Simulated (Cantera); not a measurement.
A Cantera script and its output.

```python
import numpy as np
import cantera as ct

gas = ct.Solution("gri30.yaml")
gas.TPX = 375, 860000, {'CH4': 1, 'C2H6': 0.11, 'O2': 1.7, 'N2': 6.41, 'CO2': 0.28, 'H2O': 0.087}
flame = ct.FreeFlame(gas, width=0.0089)
flame.set_refine_criteria(ratio=3, slope=0.08, curve=0.16)
flame.transport_model = "mixture-averaged"
flame.solve(loglevel=0, auto=True)
z, T = flame.grid, flame.T
thick = (T[-1] - T[0]) / np.gradient(T, z).max()
show = ['CH4', 'C2H6', 'O2', 'H2', 'HO2', 'CH2O']
print(f"laminar burning velocity  {flame.velocity[0] * 100:.3f} cm/s")
print(f"burnt temperature         {T[-1]:.1f} K")
print(f"thermal thickness         {thick * 1e3:.4f} mm")
print(f"grid points               {len(z)}")
z0 = z[flame.heat_release_rate.argmax()]
print(f"{'z/mm':>9s}{'T/K':>9s}{'u/(m/s)':>9s}" + "".join(f"{s:>11s}" for s in show))
rows = []
for k in (-3, -2, -1.5, -1, -0.5, -0.25, 0, 0.25, 0.5, 1, 2, 4, 8):
    zz = z0 + k * thick
    rows.append([k * thick, np.interp(zz, z, T), np.interp(zz, z, flame.velocity),
                 *(np.interp(zz, z, flame.X[gas.species_index(s)]) for s in show)])
    print(f"{rows[-1][0] * 1e3:9.3f}{rows[-1][1]:9.1f}{rows[-1][2]:9.3f}" + "".join(f"{x:11.3e}" for x in rows[-1][3:]))
```

Result:

```
laminar burning velocity  8.832 cm/s
burnt temperature         1958.9 K
thermal thickness         0.2281 mm
grid points               122
     z/mm      T/K  u/(m/s)        CH4       C2H6         O2         H2        HO2       CH2O
   -0.684    375.5    0.089  1.040e-01  1.145e-02  1.769e-01  2.074e-03  7.047e-09  1.164e-07
   -0.456    382.4    0.091  1.032e-01  1.140e-02  1.758e-01  5.908e-03  1.289e-07  3.405e-06
   -0.342    411.5    0.098  1.008e-01  1.128e-02  1.729e-01  1.053e-02  7.843e-07  2.509e-05
   -0.228    546.2    0.132  9.201e-02  1.066e-02  1.609e-01  1.816e-02  6.597e-06  1.848e-04
   -0.114   1009.1    0.248  6.318e-02  6.989e-03  1.140e-01  2.797e-02  8.225e-05  1.119e-03
   -0.057   1387.9    0.346  3.848e-02  2.921e-03  7.034e-02  3.282e-02  1.426e-04  1.510e-03
    0.000   1724.1    0.433  1.664e-02  5.447e-04  2.947e-02  3.641e-02  4.283e-05  4.469e-04
    0.057   1888.4    0.476  7.353e-03  8.187e-05  9.715e-03  3.806e-02  8.858e-06  1.084e-04
    0.114   1943.9    0.490  4.670e-03  2.046e-05  3.497e-03  3.936e-02  2.124e-06  4.291e-05
    0.228   1969.6    0.497  3.186e-03  4.117e-06  7.066e-04  4.156e-02  2.606e-07  1.444e-05
    0.456   1972.6    0.498  2.236e-03  1.207e-06  7.215e-05  4.437e-02  2.133e-08  6.398e-06
    0.912   1968.5    0.498  1.426e-03  4.231e-07  1.327e-06  4.733e-02  4.524e-10  3.482e-06
    1.824   1963.6    0.498  7.763e-04  1.177e-07  6.952e-08  4.996e-02  7.853e-11  1.702e-06
```

Detailed kinetics in Cantera: GRI-Mech 3.0 (53 species, 325 reactions). Burning velocities carry a grid error of a few per cent, more on coarse grids.
